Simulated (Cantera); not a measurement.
A perfectly stirred reactor is fed with C2H6 : N2 : H2O = 1 : 4.7 : 0.19 (molar parts), at 1.00 atm; it is held at 1300 K, and followed from long to short residence time.

Detailed kinetics in Cantera: GRI-Mech 3.0 (53 species, 325 reactions). GRI-Mech 3.0 stops at C3 and has no aromatics, soot or wall deposition, so with more carbon than oxygen in the feed, carbon stays in small species such as C2H2 where larger ones or solid carbon would form.

One state of this run: x C2H6 = 0.00600; x CH3 = 2.89e-5; x C2H2 = 0.0554; x CH2 = 6.59e-10; x C2H4 = 0.0617; x H = 5.88e-6; x HCN = 6.64e-11. x: mole fraction; the columns are a selection and need not sum to one.

### Question
Which value of τ (s) does it belong to?
A. 0.023
B. 2.8
C. 0.090
D. 0.045

### Answer
C, 0.090
